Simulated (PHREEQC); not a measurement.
Consider water at 60 °C with 0.0013 mol CaCl2, 6.7e-05 mol NaHCO3 and 0.25 mol MgSO4 per kg of water. Closed to the air; pH follows from the charge balance.

Equilibrium calculation in PHREEQC: ion-association model, phreeqc.dat.

No solid was allowed to form.

Task: Predict the pH, specific conductance.

Result: pH 6.74; specific conductance 20900 µS/cm.

Task: In which forms is S present?

Result: MgSO4 71 %, SO4-2 29 % of the S.

Complexes and solids missing from the database can't appear. At this temperature some constants are extrapolated from 25 °C, and those without enthalpy data are left unchanged.
